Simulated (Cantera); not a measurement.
## Equilibrium for sublimation and decomposition of ceramics: Si₃N₄ + C + N₂

Input: 1 mol Si₃N₄, 0.62 mol C, 0.079 mol N₂, at 15.0 Pa.

These are equilibrium values from Cantera (NASA tables, ideal gas, pure condensed phases), not measurements of a reactor. Candidate condensed phases: C, Si, SiC, Si₃N₄; 20 gas species. Mutual solubility and eutectic melting of coexisting phases are not modelled. The tables' values for SiN are old estimates; treat these amounts as uncertain. The numbers say what is thermodynamically allowed, not how fast it happens.

```csv
T (°C),log p N₂,log p Si,log p SiC₂,log p Si₂C,log p C,log p CN,n Si(l),n SiC(s)
1502,-3.83,-5.66,-10.90,-7.69,-14.56,-11.27,2.35,0.620
1602,-3.85,-5.04,-9.65,-6.85,-13.24,-10.41,2.24,0.618
1702,-3.93,-4.49,-8.53,-6.10,-12.06,-9.66,1.77,0.606
1802,-4.15,-4.12,-7.39,-5.55,-10.86,-8.93,0,0.534
1902,-4.16,-4.12,-6.02,-5.39,-9.43,-7.84,0,0.441
2002,-4.20,-4.12,-5.13,-5.42,-8.31,-7.03,0,0
2102,-4.21,-4.11,-5.08,-5.81,-7.67,-6.68,0,0
2202,-4.21,-4.10,-5.07,-6.20,-7.11,-6.36,0,0
2302,-4.22,-4.10,-5.10,-6.58,-6.60,-6.08,0,0
2402,-4.22,-4.10,-5.16,-6.95,-6.14,-5.85,0,0
2502,-4.23,-4.09,-5.29,-7.32,-5.76,-5.67,0,0
2602,-4.24,-4.09,-5.49,-7.72,-5.44,-5.54,0,0
```
log p: log10 of the partial pressure in bar; n: condensed amount in mol.

From 1502 °C to 1702 °C the condensed part is Si(l) + SiC(s). From 1802 °C to 1902 °C the condensed part is SiC(s). From 2002 °C to 2602 °C nothing is condensed. The main Si-bearing gas is Si throughout.
